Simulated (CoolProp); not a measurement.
Vapour-liquid equilibrium of ethylene (1) + 1-butene (2) at 225.5 K; x and y are mole fractions of (1).

Model: multi-fluid Helmholtz-energy mixture model, Smukala 2000 and Lemmon 2005; pair parameters Bell 2016, in CoolProp.

| x | bubble pressure, mixture model (MPa) | bubble pressure, Raoult's law (MPa) | y, mixture model | y, Raoult's law |
|---|---|---|---|---|
| 0.05 | 0.06773 | 0.07086 | 0.795 | 0.809 |
| 0.15 | 0.1747 | 0.1840 | 0.925 | 0.934 |
| 0.25 | 0.2823 | 0.2972 | 0.957 | 0.964 |
| 0.35 | 0.3908 | 0.4103 | 0.971 | 0.977 |
| 0.45 | 0.5004 | 0.5235 | 0.980 | 0.985 |
| 0.55 | 0.6109 | 0.6366 | 0.986 | 0.990 |
| 0.65 | 0.7226 | 0.7498 | 0.990 | 0.993 |
| 0.75 | 0.8360 | 0.8629 | 0.993 | 0.996 |
| 0.85 | 0.9529 | 0.9761 | 0.996 | 0.998 |
| 0.95 | 1.078 | 1.089 | 0.999 | 0.999 |

The largest gap from Raoult's law is -5.1 % in bubble pressure, at x = 0.15. No azeotrope shows between x = 0.05 and 0.95.

The pair parameters rest on a limited set of measurements; away from them the model extrapolates.
